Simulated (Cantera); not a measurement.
# Equilibrium for aluminium nitride and oxide growth: Al(CH3)3 + NH3 + N2

A closed system holds: 1 mol Al(CH3)3, 44 mol NH3, 250 mol N2.

Equilibrium computed with Cantera from the NASA thermochemical tables; the gas is ideal and each condensed phase is pure. Candidate condensed phases: Al, AlN, C, C6H6, C7H8, C8H18; 97 gas species. The feed counts by its element totals alone. Equilibrium is a limit: real reactors are often held back by kinetics, nucleation or transport.

Stable condensed phases:

```
T in K \ P in Pa
             10     25     63    160    400   1000   2500   6300  16000  40000 100000
   2173       A      A      A      A      A      A      A      A      A      B      B
   2023       C      C      C      C      C      C      C      D      D      D      D
   1873       C      C      C      C      C      D      D      D      D      D      D
   1723       C      C      C      D      D      D      D      D      D      D      D
   1573       D      D      D      D      D      D      D      D      D      D      D
   1423       D      D      D      D      D      D      D      D      D      D      D
   1273       D      D      D      D      D      D      D      D      D      D      D
   1123       D      D      D      D      D      D      D      D      D      D      D
    973       D      D      D      D      D      D      D      D      D      D      D
    823       D      D      D      D      D      D      D      D      D      B      B
    673       D      D      D      D      D      D      B      B      B      B      B
```

A: gas only; B: AlN; C: C; D: AlN + C.
